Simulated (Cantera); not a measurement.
Input: 1 mol Ti, 4.9 mol CO₂, 4 mol H₂, held at 1550 K and 23.0 Pa.

These are equilibrium values from Cantera (NASA tables, ideal gas, pure condensed phases), not measurements of a reactor. Candidate condensed phases: C, C₆H₆, C₇H₈, C₈H₁₈, H₂O, Ti, TiC, TiO, TiO₂, Ti₂O₃, Ti₃O₅, Ti₄O₇; 113 gas species. The numbers say what is thermodynamically allowed, not how fast it happens.

Base state: CO 0.426, H₂ 0.247, H₂O 0.201, CO₂ 0.124, H 0.00103, OH 2.83e-5 (mole fractions); condensed: TiO₂(rutile).

**Question.** What changes in the equilibrium state with this change: pressure from 23.0 Pa to 3.00 mbar?

**Answer.** 
| species | before | after |
|---|---|---|
| CO | 0.426 | 0.426 |
| H₂ | 0.247 | 0.248 |
| H₂O | 0.201 | 0.202 |
| H | 0.00103 | 0.000286 |
| CO₂ | 0.124 | 0.124 |
| OH | 2.83e-5 | 7.83e-6 |
| TiO₂(rutile), mol | 1.00 | 1.00 |

**Question.** What changes in the equilibrium state with this change: CO₂ from 4.9 to 0.8 mol?

**Answer.** 
```
species             before    after
-----------------  -------  -------
H₂                   0.247    0.864
CO                   0.426    0.134
H                  0.00103  0.00193
H₂O                  0.201  1.10e-5
CO₂                  0.124  6.10e-7
OH                 2.83e-5    <1e-9
TiO₂(rutile), mol     1.00        0
TiC(s), mol              0    0.178
TiO(s), mol              0    0.510
Ti₂O₃(s), mol            0    0.156
```
Mutual solubility and eutectic melting of coexisting phases are not modelled. TiC, TiO: taken at fixed stoichiometry. Condensed phases not in the tables: solid solutions among these carbides, nitrides and lower oxides.
